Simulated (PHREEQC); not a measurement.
Solution (36 °C): 66 mmol/kgw HF, 27 mmol/kgw NaF, 1.4 mmol/kgw H2SiF6 and 38 mmol/kgw HCl. It is in equilibrium with CO2 at log p = -2 (atm). Otherwise closed; pH follows from the charge balance.

Model: ion-association model, phreeqc.dat, run in PHREEQC.

Precipitation was switched off in this run.

Q: What pH does the model give?

A: pH 1.79.

Q: In which forms is F present?

A: HF 85 %, SiF6-2 8.3 %, F- 3.6 %, HF2- 2.6 % of the F.

Away from 25 °C the constants follow the database's enthalpies or fits; those with neither stay at their 25 °C values. SiF6-2 is the database's only silicon fluoride.
